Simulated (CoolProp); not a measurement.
CF4 (R14) along the isobar 13.6 MPa: Z from the reference equation and from simpler models built on Tc = 227.4 K, pc = 3.762 MPa, ω = 0.178; each cubic takes its own stable root.

Model: reference Helmholtz-energy equation of state, Platzer 1990, in CoolProp. This equation is an older, rougher fit; its heat capacities, sound speeds and derivatives of the liquid may be far off and weren't checked against measurements.

```tsv
T (K)	phase	reference	van der Waals	Redlich-Kwong	Soave-Redlich-Kwong	Peng-Robinson
147.9	liquid	0.5952	0.8674	0.6095	0.6009	0.5344
154.9	liquid	0.5799	0.8401	0.5941	0.5851	0.5202
162	liquid	0.5664	0.8154	0.5807	0.5715	0.5080
169	liquid	0.5549	0.7938	0.5695	0.5602	0.4980
176	liquid	0.5452	___	0.5603	0.5511	0.4900
183	liquid	0.5370	0.7573	0.5529	0.5440	0.4838
190	liquid	0.5304	0.7421	0.5473	0.5388	0.4795
197	liquid	0.5254	0.7288	0.5433	0.5355	0.4770
204	liquid	0.5221	0.7171	0.5411	0.5343	___
211.1	liquid	0.5204	0.7070	0.5405	0.5352	___
218.1	liquid	0.5206	0.6985	0.5417	0.5383	___
225.1	liquid	0.5228	0.6915	0.5448	0.5438	0.4879
232.1	supercritical	___	0.6859	0.5496	0.5518	0.4966
239.1	supercritical	0.5340	0.6818	0.5564	0.5626	0.5081
```

### Question
Complete the blanks.

### Answer

- 176, van der Waals: 0.7745
- 204, Peng-Robinson: 0.4765
- 211.1, Peng-Robinson: 0.4780
- 218.1, Peng-Robinson: 0.4818
- 232.1, reference: 0.5271
